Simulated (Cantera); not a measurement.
Cantera run:

```python
import numpy as np
import cantera as ct

gas_names = """
    H HO2 H2 H2O H2O2 O OH O2 O3 Pb PbO Pb2
""".split()
cond_names = """
    H2O(s) H2O(L) Pb(cr) Pb(L) PbO(rd) PbO(yw) PbO(L) PbO2(s) Pb3O4(s)
""".split()


# ... load() reads the species with a 1 bar reference pressure and builds the phases ...
atoms = {
    'PbO': {'Pb': 1, 'O': 1},
    'H2': {'H': 2},
}
top_T = {'Pb3O4(s)': 820}  # K; cautious upper limits of use, not melting points


# ... equilibrate(T, P, feed) seeds the gas with the atoms and calls Mixture.equilibrate('TP', solver="vcs", rtol=1e-11, max_steps=5000) ...
results = []
feed = {'PbO': 1, 'H2': 1400}  # mol
P = 840  # Pa
for T in [750, 800, 850, 900, 950, 1000, 1050, 1100, 1150, 1200, 1250, 1300]:
    mix = equilibrate(T, P, feed)
    results.append((T, P, feed, dict(zip(mix.species_names, mix.species_moles))))

top = {s: max(r[3][s] / sum(r[3][g] for g in gas_names) for r in results) for s in gas_names}
cols = sorted((s for s in top if top[s] > 1e-06), key=lambda s: -top[s])[:9]
seen = [c for c in cond_names if any(r[3].get(c, 0) > 1e-12 for r in results)]
print("log10 of partial pressures in bar; condensed amounts in mol")
print(f"{'T/K':>10s}" + "".join(f"{s[:9]:>10s}" for s in cols + seen))
for T, P, feed, n in results:
    ng = sum(n[g] for g in gas_names)
    print(f"{T:10.4g}" + "".join(f"{np.log10(max(n[s] / ng * P / 1e5, 1e-99)):10.3f}" for s in cols)
          + "".join(f"{n.get(c, 0):10.4g}" for c in seen))
```

Result:

```
log10 of partial pressures in bar; condensed amounts in mol
       T/K        H2       H2O        Pb         H     Pb(L)
       750    -2.076    -5.222    -8.023   -13.538    0.9984
       800    -2.076    -5.222    -7.212   -12.576    0.9898
       850    -2.076    -5.222    -6.497   -11.726     0.947
       900    -2.076    -5.222    -5.864   -10.970    0.7719
       950    -2.076    -5.222    -5.298   -10.293    0.1609
      1000    -2.076    -5.222    -5.222    -9.682         0
      1050    -2.076    -5.222    -5.222    -9.129         0
      1100    -2.076    -5.222    -5.222    -8.626         0
      1150    -2.076    -5.222    -5.222    -8.165         0
      1200    -2.076    -5.222    -5.222    -7.743         0
      1250    -2.076    -5.222    -5.222    -7.354         0
      1300    -2.076    -5.222    -5.222    -6.994         0
```

Method: chemical equilibrium by Gibbs-energy minimisation in Cantera with the NASA 1993 tables (ideal gas, pure condensed phases).
